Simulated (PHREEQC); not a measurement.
A column of 1 m (40 cells, dispersivity 0.05 m, 300 s a shift, diffusion coefficient 3e-10 m²/s) holds 0.0063 eq of the database's cation exchanger X per kg of pore water, first in equilibrium with 0.024 mol NH4Cl, 0.089 mol NaCl and 1e-05 mol HCl per kg of water. It is flushed with 0.0016 mol KBr, 0.0026 mol (NH4)2SO4 and 1e-05 mol HCl per kg of water, at 25 °C. Values are for the last cell. The system is closed to CO2. No solid was allowed to form.

Model: ion-association model, phreeqc.dat, run in PHREEQC.

```tsv
pore volumes	S in solution (mol/kgw)	Br in solution (mol/kgw)	K in solution (mol/kgw)
0	0	0	0
0.1375	0	0	0
0.3875	3.11e-6	1.91e-6	2.27e-7
0.5125	5.32e-5	3.27e-5	5.91e-6
0.7625	0.000612	0.000376	8.63e-5
0.8875	0.00106	0.000655	0.000148
1.137	0.00186	0.00114	0.000229
1.262	0.00213	0.00131	0.000249
1.512	0.00242	0.00149	0.000298
1.637	0.00250	0.00154	0.000351
1.887	0.00257	0.00158	0.000548
2.013	0.00258	0.00159	0.000681
2.138	0.00259	0.00159	0.000820
2.388	0.00260	0.00160	0.00107
2.513	0.00260	0.00160	0.00118
2.763	0.00260	0.00160	0.00133
2.888	0.00260	0.00160	0.00139
3.138	0.00260	0.00160	0.00147
3.263	0.00260	0.00160	0.00150
3.513	0.00260	0.00160	0.00154
3.638	0.00260	0.00160	0.00155
3.888	0.00260	0.00160	0.00157
4.013	0.00260	0.00160	0.00158
```
